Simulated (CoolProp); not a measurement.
Vapour-liquid equilibrium of cyclohexane (1) + dimethyl carbonate (2) at 0.55 MPa; x and y are mole fractions of (1).

Computed with CoolProp (multi-fluid Helmholtz-energy mixture model, Zhou 2014 and Zhou 2011; pair parameters Bell 2016).

```
x     bubble temperature, mixture model (°C)  bubble temperature, Raoult's law (°C)  y, mixture model  y, Raoult's law
----  --------------------------------------  -------------------------------------  ----------------  ---------------
0.05                                   150.3                                  154.1             0.120            0.055
0.15                                   144.8                                  153.6             0.282            0.162
0.25                                   141.6                                  153.2             0.384            0.268
0.35                                   139.8                                  152.7             0.455            0.372
0.45                                   138.8                                  152.3             0.510            0.474
0.55                                   138.5                                  151.8             0.558            0.574
0.65                                   138.7                                  151.4             0.609            0.672
0.75                                   139.6                                  150.9             0.669            0.768
0.85                                   141.7                                  150.4             0.754            0.862
0.95                                   146.0                                  150.0             0.893            0.955
```

The largest gap from Raoult's law is -13.5 K in bubble temperature, at x = 0.45. y crosses x between x = 0.55 and 0.65: the model has an azeotrope there.

Pair parameters are fitted to limited data, so mixtures are less certain than the pure fluids.
